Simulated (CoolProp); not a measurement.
Vapour-liquid equilibrium of CF4 (R14) (1) + R13 (2) at 208.6 K; x and y are mole fractions of (1).

The numbers come from the multi-fluid Helmholtz-energy mixture model, Platzer 1990 and Platzer 1990; pair parameters Bell 2016 in CoolProp. This equation is an older, rougher fit; its heat capacities, sound speeds and derivatives of the liquid may be far off and weren't checked against measurements.

**Question.** Give the bubble pressure and the first vapour's composition at x = 0.5, 0.65, 0.95. Is there an azeotrope?

**Answer.** x = 0.5: 11.53 bar, y = 0.854; x = 0.65: 14.01 bar, y = 0.902; x = 0.95: 19.70 bar, y = 0.984. No azeotrope shows between x = 0.05 and 0.95.

The pair parameters rest on a limited set of measurements; away from them the model extrapolates. The gap from Raoult's law changes sign with composition, which may be real or a fault of the pair parameters; it wasn't checked against measurements.
